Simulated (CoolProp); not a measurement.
A single-stage vapour-compression cycle with the fluid: evaporating at 247.15 K (dew point), condensing at 289.15 K (bubble point), superheat 8 K, subcooling 8 K, compressor efficiency 0.9, no pressure losses. The same conditions are run with several fluids, on thermodynamics alone (safety and materials aside).

Computed with CoolProp (reference Helmholtz-energy equation of state of each fluid (chloromethane (R40): Thol 2014; R1233zd(E): Akasaka 2022; R21: Platzer 1990; propane: Lemmon 2009; C3F8 (R218): Lemmon 2006; R236FA: Pan 2012)). The equations of Platzer and Polt are older, rougher fits.

Q: Rank chloromethane (R40), R1233zd(E), R21, propane, C3F8 (R218), R236FA by cooling COP, highest first.

A: R1233zd(E) (4.84), R21 (4.78), R236FA (4.71), propane (4.67), chloromethane (R40) (4.61), C3F8 (R218) (4.30)

```csv
fluid,pressure ratio,discharge temperature (K),refrigerating effect (kJ/kg),volumetric capacity (kJ/m³)
chloromethane (R40),4.75,360.2,383,870
R1233zd(E),6.96,307.7,182,152
R21,6.33,338.2,227,233
propane,3.84,309.0,337,1450
C3F8 (R218),4.19,289.2,71.5,1090
R236FA,6.18,296.3,137,322
```

The compression ends wet for: C3F8 (R218).
